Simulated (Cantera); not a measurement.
Input: 1 mol Fe2O3, 1.6 mol H2, 14 mol N2, equilibrated at 1402 °C and 1000 Pa.

Cantera equilibrium calculation (NASA polynomials, part measured and part estimated; ideal gas, pure solids and liquids). Candidate condensed phases: Fe, FeO, Fe(OH)2, Fe(OH)3, Fe2O3, Fe3O4, H2O; 27 gas species. The tables' stoichiometric FeO is somewhat more stable than real wüstite, so its field is too wide. FeO: taken at fixed stoichiometry. Kinetics and transport are ignored.

What is the equilibrium state?


| Quantity | Value |
|---|---|
| x(N2) | 0.897 |
| x(H2O) | 0.0642 |
| x(H2) | 0.0382 |
| x(H) | 0.000227 |
| x(Fe) | 0.000117 |
| x(OH) | 1.84e-5 |
| x(Fe(OH)2) | 4.33e-6 |
| x(NO) | 1.59e-6 |
| x(FeO) | 1.53e-6 |
| n(FeO(l)) | 2.00 mol |
| gas amount | 15.60 mol |
| log10 activity of Fe(δ) (absent) | -0.55 |
